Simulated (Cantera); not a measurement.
An isothermal plug-flow reactor at 475 K and 3.00 bar (inlet), inlet velocity 4.6 m/s, active area per volume 770 1/m; feed H₂ : O₂ : N₂ = 0.0021 : 0.097 : 0.79 (molar parts).

Computed with Cantera and Deutschmann's 1995 Pt surface mechanism with GRI-Mech 3.0 gas chemistry. Catalytic surfaces can have several steady states; this one follows from the mechanism file's or the stated starting coverage. Mass transfer to the wall is taken as infinitely fast.

```json
[
 {"quantity": "x(H₂) at z = 0.0053 m", "before": "0.00138", "after": "0.00138"},
 {"quantity": "x(O₂) at z = 0.0053 m", "before": "0.109", "after": "0.109"},
 {"quantity": "x(H₂O) at z = 0.0053 m", "before": "0.000988", "after": "0.000988"},
 {"quantity": "θ(free Pt) at the exit", "before": "0.0179", "after": "0.0179"},
 {"quantity": "θ(O*) at the exit", "before": "0.966", "after": "0.957"},
 {"quantity": "θ(OH*) at the exit", "before": "0.0157", "after": "0.0253"}
]
```

Problem. What was changed between the two runs?
A) pressure from 3.00 bar to 7.90 bar
B) pressure from 3.00 bar to 0.950 bar
C) N2 0.79 to 0.32 parts
D) O2 0.097 to 0.18 parts

Solution. A, pressure from 3.00 bar to 7.90 bar
